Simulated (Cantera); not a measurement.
Charge: 1 mol Si, 3.3 mol HCl, 50 mol H₂, equilibrated at 1573.15 K and 55.0 Pa.

Method: chemical equilibrium by Gibbs-energy minimisation in Cantera with the NASA 1993 tables (ideal gas, pure condensed phases). Candidate condensed phases: Si; 19 gas species. The tables' values for SiCl, SiCl₃ are old estimates; treat these amounts as uncertain. Equilibrium is a limit: real reactors are often held back by kinetics, nucleation or transport.

Base state: H₂ 0.944, HCl 0.0463, SiCl₂ 0.00769, H 0.00169, Si 0.000100, Cl 6.58e-5, SiCl 4.52e-5, SiCl₃ 1.37e-5 (mole fractions); condensed: Si(s).

What changes in the equilibrium state with this change: 0.053 mol O₂ added?


```csv
species,before,after
H₂,0.944,0.942
HCl,0.0463,0.0462
SiCl₂,0.00769,0.00768
SiO,0,0.00198
SiCl₃,1.37e-5,1.36e-5
Cl,6.58e-5,6.57e-5
SiCl,4.52e-5,4.51e-5
H,0.00169,0.00169
"Si(s), mol",0.581,0.475
```
Further candidate phases: H₂O, SiO₂.

What changes in the equilibrium state with this change: H₂ from 50 to 4.4 mol?


| species | before | after |
|---|---|---|
| H₂ | 0.944 | 0.701 |
| HCl | 0.0463 | 0.168 |
| SiCl₂ | 0.00769 | 0.129 |
| SiCl₄ | 6.40e-8 | 1.89e-5 |
| SiCl₃ | 1.37e-5 | 0.000962 |
| Si(s), mol | 0.581 | 0 |
The tables' values for SiCl₃, SiCl are old estimates; treat these amounts as uncertain.
